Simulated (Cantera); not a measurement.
**Stirred combustor or abatement burner**

A perfectly stirred reactor is fed with 7.46 % CH4, 19.1 % O2, 71.9 % N2, 1.57 % H2, at 1.00 bar; it is adiabatic with a 698 K inlet, and is followed from long to short residence time, starting on the burning branch (τ in s: 0.054, 0.031, 0.018, 0.01, 0.0058, 0.0033, 0.0019, 0.0011, 0.00061, 0.00035, 0.0002, 0.00011, 6.5e-05).

Model: GRI-Mech 3.0 (53 species, 325 reactions), integrated in Cantera.

| τ (s) | T (K) | x CH4 | x O2 | x CH2O | x OH | x CO | x NO |
|---|---|---|---|---|---|---|---|
| 0.054 | 2284 | 2.99e-6 | 0.0344 | 5.38e-7 | 0.00604 | 0.00480 | 0.00214 |
| 0.031 | 2279 | 4.92e-6 | 0.0349 | 8.88e-7 | 0.00628 | 0.00520 | 0.00152 |
| 0.018 | 2271 | 7.83e-6 | 0.0354 | 1.42e-6 | 0.00663 | 0.00581 | 0.00106 |
| 0.010 | 2257 | 1.26e-5 | 0.0361 | 2.27e-6 | 0.00714 | 0.00682 | 0.000714 |
| 0.0058 | 2237 | 1.90e-5 | 0.0369 | 3.40e-6 | 0.00777 | 0.00814 | 0.000492 |
| 0.0033 | 2209 | 2.87e-5 | 0.0379 | 5.03e-6 | 0.00851 | 0.00990 | 0.000333 |
| 0.0019 | 2175 | 4.29e-5 | 0.0391 | 7.30e-6 | 0.00927 | 0.0120 | 0.000225 |
| 0.0011 | 2135 | 6.45e-5 | 0.0405 | 1.06e-5 | 0.00996 | 0.0142 | 0.000153 |
| 0.00061 | 2085 | 0.000102 | 0.0422 | 1.59e-5 | 0.0105 | 0.0169 | 0.000102 |
| 0.00035 | 2034 | 0.000163 | 0.0441 | 2.39e-5 | 0.0109 | 0.0195 | 7.05e-5 |
| 0.00020 | 1980 | 0.000271 | 0.0464 | 3.72e-5 | 0.0109 | 0.0226 | 4.92e-5 |
| 0.00011 | 1919 | 0.000495 | 0.0497 | 6.29e-5 | 0.0105 | 0.0266 | 3.28e-5 |
| 6.5e-5 | 1861 | 0.000918 | 0.0542 | 0.000107 | 0.00964 | 0.0315 | 2.19e-5 |
x: mole fraction; the columns are a selection and need not sum to one.
